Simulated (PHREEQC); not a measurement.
Consider water at 20 °C with 3.5 mol/kgw HCl and 1.2 mol/kgw MnCl2. Closed to the air; pH follows from the charge balance.

All values are PHREEQC results (Pitzer model, pitzer.dat), not measurements.

Task: The ionic strength comes out as 7.10 mol/kgw. What activity coefficients do H+, Cl-, Mn+2 get?

Result: H+ 10, Cl- 0.63, Mn+2 5.9. Single-ion values are on the MacInnes scale.

Precipitation was switched off in this run. In brines, pH and single-ion activities rest on the MacInnes convention.
